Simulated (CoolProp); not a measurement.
A closed Brayton cycle with carbon dioxide: compressor inlet 318.15 K and 9.3 MPa, high pressure 26.2 MPa, turbine inlet 850 K, compressor efficiency 0.85, turbine efficiency 0.85, recuperator effectiveness 0.9 (on enthalpy, no pinch check). Each further row changes one setting.

Computed with CoolProp (reference Helmholtz-energy equation of state, Span 1996).

```csv
case,thermal efficiency (%),net work (kJ/kg),compressor to turbine work,compressor exit (K),turbine exit (K)
as stated,33.4,92.4,0.30,381.2,730.2
turbine inlet 800 K,31.8,___,0.32,381.2,___
compressor inlet 328.15 K,31.9,80.8,0.39,410.0,730.2
high pressure 22.3 MPa,31.9,81.2,___,371.1,748.3
recuperator effectiveness 0.5,20.9,92.4,0.30,381.2,730.2
```

Fill in the missing entries.


- turbine inlet 800 K, net work (kJ/kg): 83.5
- turbine inlet 800 K, turbine exit (K): 684.3
- high pressure 22.3 MPa, compressor to turbine work: 0.28
